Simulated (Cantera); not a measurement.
Charge: 1 mol BN, 0.36 mol H₂O, 0.35 mol H₂, held at 1623 K and 1.60 mbar.

Equilibrium computed with Cantera from the NASA thermochemical tables; the gas is ideal and each condensed phase is pure. Candidate condensed phases: B, BN, B₂O₃, B₃O₃H₃, H₂O; 39 gas species. Kinetics and transport are ignored.

Base state: H₂ 0.683, N₂ 0.138, B₂O₃ 0.0719, HBO 0.0575, B₂O₂ 0.0265, HBO₂ 0.0187, BO 0.00265, H 0.00143 (mole fractions); condensed: BN(s).

Q: What changes in the equilibrium state with this change: H₂ from 0.35 to 12 mol?

A: 
```
species       before     after
----------  --------  --------
H₂             0.683     0.960
HBO           0.0575    0.0200
N₂             0.138    0.0136
B₂O₃          0.0719  0.000571
HBO₂          0.0187  0.000600
B₂O₂          0.0265   0.00228
H₂O         0.000246   3.18e-5
BO           0.00265  0.000777
H            0.00143   0.00169
BN(s), mol     0.729     0.655
```
